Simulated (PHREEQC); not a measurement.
**Sulfide liquor: an equilibrium model**

Consider water at 20 °C with 0.033 mol Na2S, 0.014 mol NaHCO3 and 0.00034 mol MnCl2 per kg of water. Closed to the air; pH follows from the charge balance.

Computed with PHREEQC (ion-association model, wateq4f.dat).

This is a speciation only: nothing precipitates in the calculation.

Task: Estimate the pH, ionic strength.

Result: pH 12.15; ionic strength 0.0918 mol/kgw.

Task: In which forms is C present?

Result: CO3-2 68 %, NaCO3- 29 %, MnCO3 1.9 %, HCO3- 0.6 % of the C.

Examples of supersaturated solids here: Pyrochroite, Rhodochrosite. Others may be too. Species that the database lacks are ignored. With this much S-2 the pH rests on the database's HS-/S-2 constant; if that pK is higher, the solution is more alkaline. The database's pK near 12.9 for HS-/S-2 is now thought far too low, so its S-2 is overstated. The polysulfide entries of wateq4f.dat were taken out for this run.
